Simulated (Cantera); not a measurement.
Cantera run, input and output.

```python
import numpy as np
import cantera as ct

gas = ct.Solution("gri30.yaml")
gas.TPX = 1025, 16000, {'N2O': 0.31, 'H2': 0.015, 'N2': 1.4}
reactor = ct.IdealGasConstPressureReactor(gas, energy="off", clone=False)
net = ct.ReactorNet([reactor])
net.rtol, net.atol = 1e-08, 1e-18
show = ['N2O', 'H2', 'OH', 'N2', 'H2O']
times = np.geomspace(3e-06, 40, 15)

steps = ct.SolutionArray(gas, extra=["t"])
rows = []
print(f"{'t/s':>10s}{'T/K':>9s}{'P/Pa':>11s}" + "".join(f"{s:>11s}" for s in show))
for t in times:
    while net.time < t:
        t_next = net.step()
        steps.append(gas.state, t=t_next)
    rows.append([np.interp(t, steps.t, y) for y in (steps.T, steps.P, *steps(*show).X.T)])
    print(f"{t:10.3e}{rows[-1][0]:9.1f}{rows[-1][1]:11.4g}" + "".join(f"{x:11.3e}" for x in rows[-1][2:]))
rate = np.gradient(steps.T, steps.t)
print("integrator steps:", len(steps.t))
if steps.T.max() > steps.T[0] + 200:
    print(f"time of steepest temperature rise: {steps.t[rate.argmax()]:.4e} s")
gas.TPX = 1025, 16000, {'N2O': 0.31, 'H2': 0.015, 'N2': 1.4}
gas.equilibrate("TP")
print(f"equilibrium (TP): T = {gas.T:.1f} K  " + "  ".join(f"{s} {gas[s].X[0]:.3e}" for s in show))
```

Output:

```
       t/s      T/K       P/Pa        N2O         H2         OH         N2        H2O
 3.000e-06   1025.0    1.6e+04  1.797e-01  8.696e-03  3.132e-12  8.116e-01  7.261e-14
 9.684e-06   1025.0    1.6e+04  1.797e-01  8.696e-03  3.146e-11  8.116e-01  2.372e-12
 3.126e-05   1025.0    1.6e+04  1.797e-01  8.696e-03  2.951e-10  8.116e-01  7.346e-11
 1.009e-04   1025.0    1.6e+04  1.797e-01  8.696e-03  2.390e-09  8.116e-01  2.019e-09
 3.257e-04   1025.0    1.6e+04  1.797e-01  8.696e-03  1.525e-08  8.116e-01  4.515e-08
 1.051e-03   1025.0    1.6e+04  1.797e-01  8.695e-03  6.793e-08  8.116e-01  7.370e-07
 3.394e-03   1025.0    1.6e+04  1.797e-01  8.686e-03  2.283e-07  8.116e-01  8.801e-06
 1.095e-02   1025.0    1.6e+04  1.796e-01  8.605e-03  6.858e-07  8.117e-01  8.871e-05
 3.536e-02   1025.0    1.6e+04  1.789e-01  7.903e-03  1.835e-06  8.124e-01  7.871e-04
 1.141e-01   1025.0    1.6e+04  1.757e-01  4.721e-03  2.726e-06  8.156e-01  3.965e-03
 3.684e-01   1025.0    1.6e+04  1.718e-01  9.138e-04  1.972e-06  8.194e-01  7.773e-03
 1.189e+00   1025.0    1.6e+04  1.706e-01  5.679e-05  9.454e-07  8.205e-01  8.632e-03
 3.839e+00   1025.0    1.6e+04  1.695e-01  1.872e-07  8.017e-07  8.211e-01  8.687e-03
 1.239e+01   1025.0    1.6e+04  1.663e-01  2.551e-09  9.230e-07  8.228e-01  8.676e-03
 4.000e+01   1025.0    1.6e+04  1.564e-01  1.894e-09  1.032e-06  8.280e-01  8.637e-03
integrator steps: 1626
equilibrium (TP): T = 1025.0 K  N2O 9.363e-10  H2 1.299e-11  OH 6.506e-08  N2 9.132e-01  H2O 8.011e-03
```

Model: GRI-Mech 3.0 (53 species, 325 reactions), integrated in Cantera. GRI-Mech 3.0 was tuned for natural gas; its chemistry of N2O as a main component is partial and can be far from experiment. The mechanism lacks the step 2 NO + O2 → 2 NO2, which can matter for NO2 below about 1400 K. The temperature is held fixed by assumption; the heat of reaction is taken as removed at once.
